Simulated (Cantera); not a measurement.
A closed system holds: 1 mol SiH2Cl2, 1.7 mol HCl, 150 mol H2, equilibrated at 120000 Pa.

These are equilibrium values from Cantera (NASA tables, ideal gas, pure condensed phases), not measurements of a reactor. Candidate condensed phases: Si; 19 gas species. Gases not in the tables: Si2H6 and higher silanes. Equilibrium is a limit: real reactors are often held back by kinetics, nucleation or transport.

Q: What share of the Si ends up in condensed phases as a function of T (K), at 923, 998, 1073, 1148, 1223, 1298, 1373, 1448, 1523, 1598, 1673, 1748, 1823?

A: 
```
T (K)  Si condensed (%)     as
-----  ----------------  -----
923                 0.0      -
998                 6.0  Si(s)
1073               19.4  Si(s)
1148               35.9  Si(s)
1223               52.4  Si(s)
1298               64.9  Si(s)
1373               71.6  Si(s)
1448               74.2  Si(s)
1523               75.0  Si(s)
1598               74.8  Si(s)
1673               74.3  Si(s)
1748               75.9  Si(l)
1823               77.5  Si(l)
```
